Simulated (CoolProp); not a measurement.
The numbers come from the reference Helmholtz-energy equation of state, Gao 2016 in CoolProp.

Question: For sulfur dioxide, give the phase and the density (kg/m³), cv (kJ/(kg K)), isothermal compressibility (1/MPa), fugacity coefficient at 525 K and 8.66 MPa; 525 K and 13.1 MPa.

Answer: 
- 525 K and 8.66 MPa: supercritical; density 159, cv 0.673, isothermal compressibility 0.145, fugacity coefficient 0.824
- 525 K and 13.1 MPa: supercritical; density 276, cv 0.712, isothermal compressibility 0.108, fugacity coefficient 0.744
